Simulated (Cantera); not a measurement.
A freely propagating, adiabatic, planar premixed flame of 24.0 % H2, 16.9 % O2, 59.1 % N2, equivalence ratio 0.71, unburnt at 325 K and 1200 Torr; unity-Lewis-number transport, grid criteria slope 0.08 and curve 0.16, no radiation.

Model: the H2/O2 subset of GRI-Mech 3.0, which has no nitrogen chemistry, integrated in Cantera. Unity Lewis numbers drop preferential diffusion, which matters most where H2 and H carry the flame. Burning velocities carry a grid error of a few per cent, more on coarse grids.

Problem. Predict: laminar burning velocity; thermal thickness; peak x(H2O2); peak x(H); peak x(HO2).

Solution. 
```json
{
  "laminar_burning_velocity": "154 cm/s",
  "thermal_thickness": "0.157 mm",
  "peak x(H2O2)": "3.96e-5",
  "peak x(H)": "0.0260",
  "peak x(HO2)": "0.000430"
}
```
